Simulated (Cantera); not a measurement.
An adiabatic, constant-pressure homogeneous reactor starts with H2 : O2 : N2 : H2O = 1 : 0.455 : 3.41 : 0.6 (molar parts), at 975 K and 225 Torr. Integrator tolerance rtol = 1e-08.

Cantera simulation using the H2/O2 subset of GRI-Mech 3.0, which has no nitrogen chemistry; the numbers are that mechanism's predictions, not measurements.

What does this change do: pressure from 225 Torr to 3750 Torr?


| quantity | before | after |
|---|---|---|
| time of steepest temperature rise | 1.73 ms | 36.3 ms |
| temperature at 10.0 s | 2119 K | 2136 K |
| equilibrium temperature | 2119 K | 2136 K |
| x(H2) at 10.0 s | 0.0191 (gas-phase equilibrium 0.0191) | 0.0182 (gas-phase equilibrium 0.0182) |
| x(O2) at 10.0 s | 0.000372 (gas-phase equilibrium 0.000372) | 3.16e-5 (gas-phase equilibrium 3.16e-5) |
| x(H2O) at 10.0 s | 0.298 (gas-phase equilibrium 0.298) | 0.301 (gas-phase equilibrium 0.301) |
| x(HO2) at 10.0 s | 4.91e-8 (gas-phase equilibrium 4.91e-8) | 1.67e-8 (gas-phase equilibrium 1.67e-8) |
| x(O) at 10.0 s | 5.60e-5 (gas-phase equilibrium 5.60e-5) | 4.49e-6 (gas-phase equilibrium 4.49e-6) |
| x(OH) at 10.0 s | 0.00170 (gas-phase equilibrium 0.00170) | 0.000490 (gas-phase equilibrium 0.000490) |
The hydrogen kinetics of GRI-Mech 3.0 are dated; newer H2 mechanisms differ, most at raised pressure.

What does this change do: H2 1 to 2 parts?


| quantity | before | after |
|---|---|---|
| time of steepest temperature rise | 1.73 ms | 1.73 ms |
| temperature at 10.0 s | 2119 K | 1975 K |
| equilibrium temperature | 2119 K | 1975 K |
| x(H2) at 10.0 s | 0.0191 (gas-phase equilibrium 0.0191) | 0.181 (gas-phase equilibrium 0.181) |
| x(O2) at 10.0 s | 0.000372 (gas-phase equilibrium 0.000372) | 3.72e-7 (gas-phase equilibrium 3.72e-7) |
| x(H2O) at 10.0 s | 0.298 (gas-phase equilibrium 0.298) | 0.251 (gas-phase equilibrium 0.251) |
| x(HO2) at 10.0 s | 4.91e-8 (gas-phase equilibrium 4.91e-8) | 1.46e-10 (gas-phase equilibrium 1.46e-10) |
| x(O) at 10.0 s | 5.60e-5 (gas-phase equilibrium 5.60e-5) | 6.19e-7 (gas-phase equilibrium 6.19e-7) |
| x(OH) at 10.0 s | 0.00170 (gas-phase equilibrium 0.00170) | 0.000142 (gas-phase equilibrium 0.000142) |
